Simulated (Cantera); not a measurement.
An isothermal, constant-pressure homogeneous reactor starts with 4.20 % CH4, 95.5 % H2, 0.258 % N2, at 2523 K and 0.0280 bar.

Cantera simulation using GRI-Mech 3.0 (53 species, 325 reactions); the numbers are that mechanism's predictions, not measurements. GRI-Mech 3.0 stops at C3 and has no aromatics, soot or wall deposition, so with more carbon than oxygen in the feed, carbon stays in small species such as C2H2 where larger ones or solid carbon would form. Radical loss at walls, strong at low pressure, is not modelled.

Task: Predict: x(CH4) at 20.0 s; x(H2) at 20.0 s; x(C2H4) at 20.0 s; x(C2H) at 20.0 s; x(C2H2) at 20.0 s.

Result: 
| Item | Value |
|---|---|
| x(CH4) at 20.0 s | 3.65e-6 (gas-phase equilibrium 3.61e-6) |
| x(H2) at 20.0 s | 0.827 (gas-phase equilibrium 0.827) |
| x(C2H4) at 20.0 s | 2.75e-7 (gas-phase equilibrium 2.61e-7) |
| x(C2H) at 20.0 s | 0.000246 (gas-phase equilibrium 0.000233) |
| x(C2H2) at 20.0 s | 0.0178 (gas-phase equilibrium 0.0169) |
